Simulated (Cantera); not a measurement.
## Gas activation for diamond growth

An isothermal, constant-pressure homogeneous reactor starts with CH4 : H2 : H : H2O = 0.003 : 1 : 0.006 : 0.0038 (molar parts), at 3000 K and 10.00 Torr.

Cantera simulation using GRI-Mech 3.0 (53 species, 325 reactions); the numbers are that mechanism's predictions, not measurements. Radical loss at walls, strong at low pressure, is not modelled.

| t (s) | x CH4 | x H2 | x H | x C2H6 | x C2H2 | x CH3 | x C2H4 |
|---|---|---|---|---|---|---|---|
| 2.00e-6 | 0.00285 | 0.987 | 0.00591 | 3.10e-11 | 3.19e-12 | 0.000109 | 1.47e-10 |
| 1.55e-5 | 0.00261 | 0.987 | 0.00630 | 4.16e-9 | 9.32e-9 | 0.000349 | 4.41e-8 |
| 0.000120 | 0.00241 | 0.983 | 0.0108 | 1.08e-8 | 1.84e-6 | 0.000521 | 5.49e-7 |
| 0.000928 | 0.00148 | 0.955 | 0.0388 | 1.92e-8 | 0.000143 | 0.00102 | 2.62e-6 |
| 0.00719 | 6.82e-5 | 0.882 | 0.113 | 1.14e-10 | 0.000944 | 0.000141 | 1.83e-7 |
| 0.0557 | 5.46e-8 | 0.660 | 0.337 | <1e-12 | 2.46e-6 | 4.41e-7 | 3.40e-11 |
| 0.431 | <1e-12 | 0.309 | 0.688 | <1e-12 | <1e-12 | 1.95e-12 | <1e-12 |
| 3.34 | <1e-12 | 0.275 | 0.723 | <1e-12 | <1e-12 | 1.27e-12 | <1e-12 |
| 25.8 | <1e-12 | 0.275 | 0.723 | <1e-12 | <1e-12 | 1.27e-12 | <1e-12 |
| 200 | <1e-12 | 0.275 | 0.723 | <1e-12 | <1e-12 | 1.27e-12 | <1e-12 |
x: mole fraction; the columns are a selection and need not sum to one.

Equilibrium at this temperature and pressure: CH4 <1e-12, H2 0.275, H 0.723, C2H6 <1e-12, C2H2 <1e-12, CH3 1.27e-12, C2H4 <1e-12 (gas phase only).
